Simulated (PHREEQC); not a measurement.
**Nickel, zinc or cadmium bath (model solution)**

A solution holds 0.14 mol/kgw NiCl2 and 0.07 mol/kgw H3BO3, at 25 °C. Closed to the air; pH follows from the charge balance.

Computed with PHREEQC (ion-association model, wateq4f.dat).

Each row changes one thing in this solution. No solid was allowed to form.

```json
[
 {"case": "as made", "pH": "5.11", "ionic strength (mol/kgw)": "0.361", "H2BO3- (mol/kgw)": "9.12e-6"},
 {"case": "NiCl2 left out", "pH": "5.20", "ionic strength (mol/kgw)": "…", "H2BO3- (mol/kgw)": "6.36e-6"},
 {"case": "diluted 10-fold with water", "pH": "5.64", "ionic strength (mol/kgw)": "0.0410", "H2BO3- (mol/kgw)": "2.18e-6"},
 {"case": "0.049 mol/kgw KCl added", "pH": "5.11", "ionic strength (mol/kgw)": "0.399", "H2BO3- (mol/kgw)": "9.28e-6"},
 {"case": "NiCl2 from 0.14 to 0.014 mol/kgw", "pH": "5.18", "ionic strength (mol/kgw)": "0.0410", "H2BO3- (mol/kgw)": "7.52e-6"},
 {"case": "H3BO3 from 0.07 to 0.014 mol/kgw", "pH": "…", "ionic strength (mol/kgw)": "0.361", "H2BO3- (mol/kgw)": "3.55e-6"},
 {"case": "0.024 mol/kgw HBr added", "pH": "1.73", "ionic strength (mol/kgw)": "…", "H2BO3- (mol/kgw)": "3.83e-9"}
]
```

**Question.** Complete the blanks.

**Answer.** 
- NiCl2 left out, ionic strength (mol/kgw): 6.37e-6
- H3BO3 from 0.07 to 0.014 mol/kgw, pH: 5.40
- 0.024 mol/kgw HBr added, ionic strength (mol/kgw): 0.382

Species that the database lacks are ignored.
